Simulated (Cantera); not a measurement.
Ignition delay

Mixture: CO : H₂ : O₂ : N₂ = 1 : 0.053 : 0.277 : 1.04 (molar parts), equivalence ratio 1.9, at 0.720 bar, adiabatic and at constant volume. Ignition delay is the time to a rise of 400 K.

Cantera simulation using GRI-Mech 3.0 (53 species, 325 reactions); the numbers are that mechanism's predictions, not measurements. Below about 950 K walls govern HO2 and H2O2 in real vessels.

| T0 (K) | delay (ms) |
|---|---|
| 898 | 14.5 |
| 998 | 0.763 |
| 1098 | 0.293 |
| 1198 | 0.172 |
| 1298 | 0.122 |
| 1398 | 0.0977 |
